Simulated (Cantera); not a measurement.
An adiabatic, constant-volume homogeneous reactor starts with CH₄ : O₂ : N₂ = 1 : 1 : 3.76 (molar parts), at 1575 K and 1880 Torr. Integrator tolerance rtol = 1e-08.

Computed with Cantera and GRI-Mech 3.0 (53 species, 325 reactions).

### Question
What does this change do: constant pressure in place of constant volume?

### Answer
| quantity | before | after |
|---|---|---|
| time of steepest temperature rise | 0.348 ms | 0.383 ms |
| temperature at 9.00 s | 2838 K | 2583 K |
| equilibrium temperature | 2838 K | 2583 K |
| x(CH₄) at 9.00 s | 1.09e-10 (gas-phase equilibrium 1.22e-10) | 6.00e-11 (gas-phase equilibrium 6.75e-11) |
| x(O₂) at 9.00 s | 7.88e-5 (gas-phase equilibrium 7.88e-5) | 2.01e-5 (gas-phase equilibrium 2.01e-5) |
| x(CH₂) at 9.00 s | 3.49e-11 (gas-phase equilibrium 3.77e-11) | 5.81e-12 (gas-phase equilibrium 6.36e-12) |
| x(HO₂) at 9.00 s | 1.43e-7 (gas-phase equilibrium 1.43e-7) | 2.43e-8 (gas-phase equilibrium 2.43e-8) |
| x(NO) at 9.00 s | 0.000630 (gas-phase equilibrium 0.000630) | 0.000218 (gas-phase equilibrium 0.000218) |

### Question
What does this change do: initial temperature 1575 to 1423 K?

### Answer
```tsv
quantity	before	after
time of steepest temperature rise	0.348 ms	1.72 ms
temperature at 9.00 s	2838 K	2741 K
equilibrium temperature	2838 K	2741 K
x(CH₄) at 9.00 s	1.09e-10 (gas-phase equilibrium 1.22e-10)	1.73e-10 (gas-phase equilibrium 1.95e-10)
x(O₂) at 9.00 s	7.88e-5 (gas-phase equilibrium 7.88e-5)	3.48e-5 (gas-phase equilibrium 3.48e-5)
x(CH₂) at 9.00 s	3.49e-11 (gas-phase equilibrium 3.77e-11)	2.57e-11 (gas-phase equilibrium 2.81e-11)
x(HO₂) at 9.00 s	1.43e-7 (gas-phase equilibrium 1.43e-7)	6.48e-8 (gas-phase equilibrium 6.48e-8)
x(NO) at 9.00 s	0.000630 (gas-phase equilibrium 0.000630)	0.000366 (gas-phase equilibrium 0.000366)
```
